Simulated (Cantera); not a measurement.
What does this Cantera script print?

```python
import numpy as np
import cantera as ct

gas_names = """
    Fe FeO Fe(OH)2 H HO2 H2 H2O H2O2 O OH O2 O3
""".split()
cond_names = """
    Fe(a) Fe(c) Fe(d) Fe(L) FeO(s) FeO(L) Fe(OH)2(s) Fe(OH)3(s) Fe2O3(s) Fe3O4(s) H2O(s) H2O(L)
""".split()


# ... load() reads the species with a 1 bar reference pressure and builds the phases ...
atoms = {
    'Fe2O3': {'Fe': 2, 'O': 3},
    'H2': {'H': 2},
    'H2O': {'H': 2, 'O': 1},
}
top_T = {'Fe2O3(s)': 1830, 'Fe3O4(s)': 1870}  # K; cautious upper limits of use, not melting points


# ... equilibrate(T, P, feed) seeds the gas with the atoms and calls Mixture.equilibrate('TP', solver="vcs", rtol=1e-11, max_steps=5000) ...
results = []
feed = {'Fe2O3': 1, 'H2': 32, 'H2O': 4.1}  # mol
P = 18  # Pa
for T in [1150, 1200, 1250, 1300, 1350, 1400, 1450, 1500, 1550, 1600, 1650, 1700, 1750, 1800]:
    mix = equilibrate(T, P, feed)
    results.append((T, P, feed, dict(zip(mix.species_names, mix.species_moles))))
    x = sorted(zip(gas.X, gas.species_names), reverse=True)
    print(f"T = {T:g} K  P = {P:g} Pa  gas = {mix.phase_moles(0):.4g} mol")
    print("   x: " + "  ".join(f"{s} {v:.3e}" for v, s in x if v > 0.001))
    print("   condensed (mol): " + ("  ".join(f"{mix.phase(i).name} {mix.phase_moles(i):.4g}"
          for i in range(1, mix.n_phases) if mix.phase_moles(i) > 1e-12) or "none"))
```

It prints:

```
T = 1150 K  P = 18 Pa  gas = 36.1 mol
   x: H2 8.033e-01  H2O 1.967e-01
   condensed (mol): Fe(a) 2
T = 1200 K  P = 18 Pa  gas = 36.1 mol
   x: H2 8.033e-01  H2O 1.967e-01
   condensed (mol): Fe(c) 2
T = 1250 K  P = 18 Pa  gas = 36.1 mol
   x: H2 8.033e-01  H2O 1.967e-01
   condensed (mol): Fe(c) 2
T = 1300 K  P = 18 Pa  gas = 36.1 mol
   x: H2 8.033e-01  H2O 1.967e-01
   condensed (mol): Fe(c) 2
T = 1350 K  P = 18 Pa  gas = 36.1 mol
   x: H2 8.032e-01  H2O 1.967e-01
   condensed (mol): Fe(c) 1.999
T = 1400 K  P = 18 Pa  gas = 36.11 mol
   x: H2 8.030e-01  H2O 1.966e-01
   condensed (mol): Fe(c) 1.997
T = 1450 K  P = 18 Pa  gas = 36.12 mol
   x: H2 8.025e-01  H2O 1.966e-01
   condensed (mol): Fe(c) 1.99
T = 1500 K  P = 18 Pa  gas = 36.15 mol
   x: H2 8.016e-01  H2O 1.964e-01  H 1.175e-03
   condensed (mol): Fe(c) 1.97
T = 1550 K  P = 18 Pa  gas = 36.22 mol
   x: H2 7.996e-01  H2O 1.960e-01  Fe 2.329e-03  H 2.099e-03
   condensed (mol): Fe(c) 1.915
T = 1600 K  P = 18 Pa  gas = 36.39 mol
   x: H2 7.952e-01  H2O 1.951e-01  Fe 6.091e-03  H 3.614e-03
   condensed (mol): Fe(c) 1.778
T = 1650 K  P = 18 Pa  gas = 36.76 mol
   x: H2 7.859e-01  H2O 1.930e-01  Fe 1.501e-02  H 6.003e-03
   condensed (mol): Fe(c) 1.447
T = 1700 K  P = 18 Pa  gas = 37.6 mol
   x: H2 7.666e-01  H2O 1.886e-01  Fe 3.496e-02  H 9.616e-03
   condensed (mol): Fe(d) 0.6824
T = 1750 K  P = 18 Pa  gas = 38.39 mol
   x: H2 7.481e-01  H2O 1.846e-01  Fe 5.196e-02  H 1.499e-02
   condensed (mol): none
T = 1800 K  P = 18 Pa  gas = 38.55 mol
   x: H2 7.411e-01  H2O 1.836e-01  Fe 5.173e-02  H 2.298e-02
   condensed (mol): none
```

Method: chemical equilibrium by Gibbs-energy minimisation in Cantera with the NASA 1993 tables (ideal gas, pure condensed phases).
